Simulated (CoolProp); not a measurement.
Computed with CoolProp (reference Helmholtz-energy equation of state, Lemmon 2006). It is a short technical equation, of lower accuracy than the large ones.

### Question
For isopentane, give the phase and the density (kg/m³), cp (kJ/(kg K)), isothermal compressibility (1/MPa), expansivity (1/kK) at 297.2 K and 19.9 MPa; 247.6 K and 0.0272 MPa; 413.5 K and 1.62 MPa.

### Answer
- 297.2 K and 19.9 MPa: liquid; density 640, cp 2.21, isothermal compressibility 0.00158, expansivity 1.30
- 247.6 K and 0.0272 MPa: liquid; density 664, cp 2.03, isothermal compressibility 0.00139, expansivity 1.40
- 413.5 K and 1.62 MPa: liquid; density 464, cp 3.19, isothermal compressibility 0.0194, expansivity 4.65
